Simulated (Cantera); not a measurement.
Input: 1 mol V2O3, 250 mol H2, 0.49 mol N2, held at 1275 °C and 1330 Pa.

Method: chemical equilibrium by Gibbs-energy minimisation in Cantera with the NASA 1993 tables (ideal gas, pure condensed phases). Candidate condensed phases: H2O, V, VN, VO, V2O3, V2O4, V2O5; 28 gas species. VO: taken at fixed stoichiometry. The numbers say what is thermodynamically allowed, not how fast it happens.

Base state: H2 0.994, H2O 0.00399, N2 0.00196, H 0.000266 (mole fractions); condensed: VO(s).

Question: What changes in the equilibrium state with this change: V2O3 replaced by V2O5?

Answer: 
```
species         before     after
------------  --------  --------
H2               0.994     0.990
H2O            0.00399   0.00798
N2             0.00196   0.00196
H             0.000266  0.000266
VO(s), mol        2.00         0
V2O3(s), mol         0     1.000
```
Condensed phases not in the tables: the oxides between V2O3 and V2O5 other than VO2.
